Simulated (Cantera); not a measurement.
## Equilibrium for fluorocarbon and chlorocarbon gases: CH3F + CH4

Feed: 1 mol CH3F, 1.1 mol CH4, at 0.00130 bar.

Method: chemical equilibrium by Gibbs-energy minimisation in Cantera with the NASA 1993 tables (ideal gas, pure condensed phases). Candidate condensed phases: C, C6H6, C7H8, C8H18; 95 gas species. Rates play no part.

```
T (°C)  log p H2  log p HF  log p H  log p C2H2 (acetylene)  log p CH4  n C(graphite)
------  --------  --------  -------  ----------------------  ---------  -------------
702        -3.00     -3.51   -10.44                  -12.25      -6.91           2.10
802        -3.00     -3.51    -9.34                  -11.13      -7.35           2.10
902        -3.00     -3.51    -8.41                  -10.20      -7.73           2.10
1002       -3.00     -3.51    -7.63                   -9.42      -8.04           2.10
1102       -3.00     -3.51    -6.97                   -8.75      -8.31           2.10
1202       -3.00     -3.51    -6.39                   -8.18      -8.55           2.10
1302       -3.00     -3.51    -5.88                   -7.68      -8.75           2.10
1402       -3.01     -3.51    -5.44                   -7.24      -8.93           2.10
1502       -3.01     -3.51    -5.04                   -6.85      -9.09           2.10
1602       -3.01     -3.51    -4.69                   -6.51      -9.24           2.10
1702       -3.02     -3.52    -4.37                   -6.21      -9.39           2.10
1802       -3.04     -3.52    -4.09                   -5.94      -9.53           2.09
1902       -3.06     -3.53    -3.84                   -5.72      -9.69           2.09
```
log p: log10 of the partial pressure in bar; n: condensed amount in mol.

From 702 °C to 1902 °C the condensed part is C(graphite). The main C-bearing gas is CH4 at 702 °C and C2H2 (acetylene) at 1902 °C.
